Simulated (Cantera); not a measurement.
A freely propagating, adiabatic, planar premixed flame of 48.0 % H₂, 10.9 % O₂, 41.1 % N₂, equivalence ratio 2.2, unburnt at 300 K and 101000 Pa; mixture-averaged transport, grid criteria slope 0.08 and curve 0.16, no radiation.

Model: the H2/O2 subset of GRI-Mech 3.0, which has no nitrogen chemistry, integrated in Cantera. Burning velocities carry a grid error of a few per cent, more on coarse grids.

x: mole fraction of selected species; z is measured from the peak of heat release.

| z (mm) | T (K) | u (m/s) | x H₂ | x O₂ | x O | x OH | x H₂O | x H₂O₂ |
|---|---|---|---|---|---|---|---|---|
| -0.980 | 300 | 2.89 | 0.480 | 0.109 | <1e-8 | <1e-8 | <1e-8 | <1e-8 |
| -0.653 | 300 | 2.89 | 0.480 | 0.109 | <1e-8 | <1e-8 | <1e-8 | <1e-8 |
| -0.490 | 300 | 2.89 | 0.480 | 0.109 | <1e-8 | <1e-8 | 1.24e-8 | <1e-8 |
| -0.327 | 300 | 2.89 | 0.480 | 0.109 | <1e-8 | <1e-8 | 4.58e-7 | <1e-8 |
| -0.163 | … | 3.10 | 0.475 | 0.110 | … | … | … | … |
| -0.0817 | 585 | 5.41 | 0.446 | 0.105 | 0.000102 | 0.000807 | 0.0179 | 0.000102 |
| 0 | 983 | 8.85 | 0.384 | 0.0837 | 0.000886 | 0.000837 | 0.0719 | 1.90e-5 |
| 0.0817 | 1276 | 11.4 | 0.313 | 0.0439 | 0.00215 | 0.00171 | 0.150 | 1.30e-6 |
| 0.163 | 1436 | 12.8 | 0.270 | 0.0146 | 0.00155 | 0.00205 | 0.206 | 5.81e-7 |
| 0.327 | 1562 | 13.8 | 0.256 | 0.00125 | 0.000509 | 0.00203 | 0.233 | 2.91e-7 |
| 0.653 | 1666 | 14.6 | 0.262 | 0.000144 | 0.000315 | 0.00207 | 0.236 | 1.90e-7 |
| 1.31 | 1762 | 15.4 | 0.271 | 7.65e-5 | 0.000194 | 0.00188 | 0.238 | 1.07e-7 |
| 2.61 | 1843 | 16.0 | 0.278 | … | … | … | 0.240 | … |

Problem. Fill in the missing entries.

Solution. 
- -0.163, T (K): 325
- -0.163, x O: 1.17e-6
- -0.163, x OH: 8.06e-6
- -0.163, x H₂O: 0.000372
- -0.163, x H₂O₂: 9.80e-6
- 2.61, x O₂: 3.79e-5
- 2.61, x O: 9.83e-5
- 2.61, x OH: 0.00150
- 2.61, x H₂O₂: 5.23e-8
